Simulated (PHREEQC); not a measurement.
0.063 g of hydrous ferric oxide (600 m²/g; 0.2 weak and 0.005 strong sites per Fe, Dzombak-Morel constants, diffuse double layer) in 1 kg of water with 0.1 mol/kgw of an inert sodium salt and 0.014 mmol/kgw CuCl2 and 0.00074 mmol/kgw MnCl2, at 25 °C; the pH is set by adding NaOH or the inert anion's acid. No oxygen is let in. CO2 from the air is kept out. Nothing may precipitate in this run.

Base run: PHREEQC, ion-association model, wateq4f.dat. Each further column changes one thing. The table gives Cu sorbed (%).

```csv
pH,base,no electrostatic term (-no_edl),background salt from 0.1 to 0.01 mol/kgw,oxide from 0.063 to 0.32 g/kgw
4,0.6,0.7,0.7,2.9
4.67,7.6,10.0,7.5,30.4
5.33,35.4,47.8,34.1,82.4
6.67,97.9,99.5,97.7,99.9
7.33,99.4,99.8,99.2,100.0
8,99.3,99.6,99.2,100.0
8.67,99.0,97.8,99.1,99.9
9.33,98.5,82.1,98.9,99.9
10.67,94.6,4.3,97.9,99.7
11.33,84.7,0.2,95.8,99.0
12,52.2,0.0,83.6,93.8
```

The database's constant for dissolved Cu(OH)2 is higher than later reviews accept. In at least one series the solution becomes supersaturated in solids that the run did not let form, among them Cu(OH)2.
